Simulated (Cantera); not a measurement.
Feed: 1 mol PbS, 320 mol H₂, 0.85 mol N₂, at 1698 K and 370 Pa.

These are equilibrium values from Cantera (NASA tables, ideal gas, pure condensed phases), not measurements of a reactor. Candidate condensed phases: Pb, PbS, S; 18 gas species. Rates play no part.

Base state: H₂ 0.989, Pb 0.00289, N₂ 0.00264, H 0.00236, H₂S 0.00163, SH 0.000561, S₂ 0.000303, PbS 0.000215 (mole fractions); condensed: gas only.

Problem. What changes in the equilibrium state with this change: temperature from 1698 K to 1350 K?

Solution. 
```
species    before    after
-------  --------  -------
H₂          0.989    0.992
N₂        0.00264  0.00264
Pb        0.00289  0.00253
H         0.00236  3.90e-5
H₂S       0.00163  0.00244
S         8.88e-5  4.81e-7
SH       0.000561  4.13e-5
```

Problem. What changes in the equilibrium state with this change: temperature from 1698 K to 800 K?

Solution. 
```
species        before    after
-----------  --------  -------
H₂              0.989    0.995
N₂            0.00264  0.00265
H₂S           0.00163  0.00183
Pb            0.00289  1.66e-5
H             0.00236    <1e-9
PbS          0.000215  3.10e-5
SH           0.000561  1.31e-9
S₂           0.000303    <1e-9
S             8.88e-5    <1e-9
Pb(l), mol          0    0.583
PbS(s), mol         0    0.402
```
